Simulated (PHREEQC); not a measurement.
## Nickel, zinc or cadmium bath: speciation

Consider water at 25 °C with 0.0023 mol CdSO4 and 0.00016 mol H3BO3 per kg of water. It is in equilibrium with CO2 at log p = -3.5 (atm). Otherwise closed; pH follows from the charge balance.

Model: ion-association model, wateq4f.dat, run in PHREEQC.

Precipitation was switched off in this run.

Task: Predict the pH.

Result: pH 5.67.

Task: In which forms is S present?

Result: SO4-2 79 %, CdSO4 20 %, Cd(SO4)2-2 0.8 % of the S.

Complexes and solids missing from the database can't appear.
